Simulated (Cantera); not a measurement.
A freely propagating, adiabatic, planar premixed flame of 12.2 % CH4, 22.2 % O2, 62.0 % N2, 3.65 % H2, equivalence ratio 1.2, unburnt at 675 K and 458 Torr; mixture-averaged transport, grid criteria slope 0.08 and curve 0.16, no radiation.

Detailed kinetics in Cantera: GRI-Mech 3.0 (53 species, 325 reactions). Burning velocities carry a grid error of a few per cent, more on coarse grids.

x: mole fraction of selected species; z is measured from the peak of heat release.

| z (mm) | T (K) | u (m/s) | x CH4 | x O2 | x C2H6 | x H2O2 | x HO2 | x H2O |
|---|---|---|---|---|---|---|---|---|
| -1.06 | 675 | 2.89 | 0.122 | 0.222 | <1e-8 | <1e-8 | 2.28e-7 | 6.95e-6 |
| -0.707 | 676 | 2.90 | 0.122 | 0.221 | 3.45e-7 | 6.73e-8 | 4.97e-6 | 0.000122 |
| -0.530 | 681 | 2.92 | 0.121 | 0.221 | 4.24e-6 | 4.64e-7 | 2.71e-5 | 0.000752 |
| -0.354 | 729 | 3.15 | 0.117 | 0.217 | 9.16e-5 | 2.60e-6 | 9.89e-5 | 0.00652 |
| -0.177 | ? | 4.95 | 0.0877 | 0.185 | 0.00137 | 6.46e-6 | 0.000140 | 0.0515 |
| -0.0884 | ? | 7.02 | 0.0491 | 0.136 | 0.00116 | 5.07e-6 | 0.000234 | 0.105 |
| 0 | ? | 9.00 | 0.0141 | 0.0789 | 0.000118 | 2.46e-6 | 0.000139 | 0.159 |
| 0.0884 | 2182 | 9.99 | 0.00192 | 0.0409 | 1.67e-6 | 6.00e-7 | 2.66e-5 | 0.190 |
| 0.177 | 2238 | 10.2 | 0.000154 | 0.0238 | 1.01e-8 | 1.82e-7 | 5.50e-6 | 0.202 |
| 0.354 | 2266 | 10.3 | 7.04e-7 | 0.0147 | <1e-8 | 1.35e-7 | 2.83e-6 | 0.205 |
| 0.707 | 2296 | 10.4 | <1e-8 | 0.0123 | <1e-8 | 1.24e-7 | 2.44e-6 | 0.204 |
| 1.41 | 2337 | 10.6 | <1e-8 | 0.0111 | <1e-8 | 1.14e-7 | 2.20e-6 | 0.207 |
| 2.83 | 2396 | 10.8 | <1e-8 | 0.00952 | <1e-8 | 1.05e-7 | 1.94e-6 | 0.212 |

Question: Complete the blanks.

Answer: 
- -0.177, T (K): 1126
- -0.0884, T (K): 1568
- 0, T (K): 1978
